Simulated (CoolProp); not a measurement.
A simple Rankine cycle with R141b: condensing at 292.15 K, boiler at 0.403 MPa, turbine inlet 353.4 K, turbine efficiency 0.7, pump efficiency 0.7, no recuperator. Each further row changes one setting.

Model: reference Helmholtz-energy equation of state, Lemmon 2006, in CoolProp. It is a short technical equation, of lower accuracy than the large ones.

```tsv
case	thermal efficiency (%)	net work (kJ/kg)	heat in (kJ/kg)	turbine exit temperature (K)	volume ratio over the turbine
as stated	10.3	27.9	271	309.6	6.11
turbine inlet 373.4 K	10.4	30.0	289	330.0	6.06
condensing temperature 284.15 K	11.6	32.4	280	303.2	8.29
boiler pressure 0.282 MPa	8.6	23.4	274	319.0	4.27
turbine efficiency 0.6	8.8	23.9	271	314.7	6.22
```
